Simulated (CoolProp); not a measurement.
A Linde-Hampson liquefier for dry air: isothermal reversible compression at 250 K from 1 atm to 5 MPa, throttling to 1 atm, return gas leaving the recuperator 10 K below the feed. Each further row changes one setting.

Values from CoolProp's reference Helmholtz-energy equation of state, Lemmon 2000. It is a pseudo-pure fit of the blend.

```json
[
 {"case": "as stated", "liquid yield per pass": "0.015", "compression work (kJ/kg of gas)": "277"},
 {"case": "high pressure 10 MPa", "liquid yield per pass": "0.055", "compression work (kJ/kg of gas)": "324"},
 {"case": "warm-end temperature 280 K", "liquid yield per pass": "0.006", "compression work (kJ/kg of gas)": "312"},
 {"case": "warm-end gap 15 K", "liquid yield per pass": "0.001", "compression work (kJ/kg of gas)": "277"}
]
```
